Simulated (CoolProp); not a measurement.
n-butane at 293.15 K and 0.0863 MPa is throttled through a valve to 0.0409 MPa with no heat exchange. Each further row changes one setting.

The numbers come from the reference Helmholtz-energy equation of state, Bücker 2006 in CoolProp.

```
case                        temperature change (K)  final density (kg/m³)
--------------------------  ----------------------  ---------------------
as stated                               (withheld)             (withheld)
outlet pressure 0.0123 MPa              (withheld)             (withheld)
outlet pressure 0.0532 MPa              (withheld)             (withheld)
```

Q: Some entries are withheld; supply them.

A: 
- as stated, temperature change (K): -1.2
- as stated, final density (kg/m³): 0.992
- outlet pressure 0.0123 MPa, temperature change (K): -2.0
- outlet pressure 0.0123 MPa, final density (kg/m³): 0.296
- outlet pressure 0.0532 MPa, temperature change (K): -0.9
- outlet pressure 0.0532 MPa, final density (kg/m³): 1.29
